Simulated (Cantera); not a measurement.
Feed: 1 mol SiHCl₃, 2.9 mol HCl, 56 mol N₂, at 1175 K and 0.290 bar.

Cantera equilibrium calculation (NASA polynomials, part measured and part estimated; ideal gas, pure solids and liquids). Candidate condensed phases: NH₄Cl, Si, Si₃N₄; 28 gas species. N₂ is the only nitrogen source here; it is nearly inert below about 1500 K, so the nitride shown seldom forms there in practice. The tables' values for SiCl₃ are old estimates; treat these amounts as uncertain. Rates play no part.

What is the equilibrium state?


```json
{
  "x(N₂)": "0.930",
  "x(HCl)": "0.0496",
  "x(SiCl₄)": "0.0121",
  "x(H₂)": "0.00766",
  "x(SiCl₃)": "0.000109",
  "x(SiHCl₃)": "4.38e-5",
  "x(SiCl₂)": "9.68e-6",
  "n(Si₃N₄(s))": "0.0890 mol",
  "gas_amount": "59.99 mol",
  "log10 activity of Si(s) (absent)": "-4.88"
}
```
